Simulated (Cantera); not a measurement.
Input: 1 mol CH4, 0.049 mol O2, 0.39 mol H2, at 750 °C and 68.0 Pa.

Equilibrium computed with Cantera from the NASA thermochemical tables; the gas is ideal and each condensed phase is pure. Candidate condensed phases: C, C6H6, C7H8, C8H18, H2O; 110 gas species. Kinetics and transport are ignored.

Problem. What is the equilibrium state?

Solution. 
```
Item                Value
--------------  ---------
x(H2)               0.961
x(CO)              0.0394
x(CH4)            4.71e-5
x(H2O)            7.04e-6
n(C(graphite))  0.902 mol
gas amount      2.488 mol
```
